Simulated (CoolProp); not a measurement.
Computed with CoolProp (reference Helmholtz-energy equation of state, Thol 2014).

**Question.** For chloromethane (R40), give the phase and the density (kg/m³), cp (kJ/(kg K)), cv (kJ/(kg K)), isothermal compressibility (1/MPa) at 2.85 °C and 11800 kPa; 15.65 °C and 11800 kPa; 67.15 °C and 11800 kPa.

**Answer.** 
- 2.85 °C and 11800 kPa: liquid; density 974, cp 1.55, cv 0.984, isothermal compressibility 0.00155
- 15.65 °C and 11800 kPa: liquid; density 952, cp 1.56, cv 0.967, isothermal compressibility 0.00178
- 67.15 °C and 11800 kPa: liquid; density 853, cp 1.65, cv 0.942, isothermal compressibility 0.00340
